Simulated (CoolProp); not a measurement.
R507A at 211.38 K and 0.00413 MPa is throttled through a valve to 0.000774 MPa with no heat exchange. Each further row changes one setting.

Computed with CoolProp (reference Helmholtz-energy equation of state, Lemmon 2003). It is a pseudo-pure fit of the blend.

```tsv
case	temperature change (K)	final density (kg/m³)
as stated	-0.2	[?]
outlet pressure 0.000232 MPa	[?]	[?]
outlet pressure 0.00101 MPa	-0.2	[?]
```

Task: Fill in the missing entries.

Result: 
- as stated, final density (kg/m³): 0.0436
- outlet pressure 0.000232 MPa, temperature change (K): -0.3
- outlet pressure 0.000232 MPa, final density (kg/m³): 0.0131
- outlet pressure 0.00101 MPa, final density (kg/m³): 0.0569
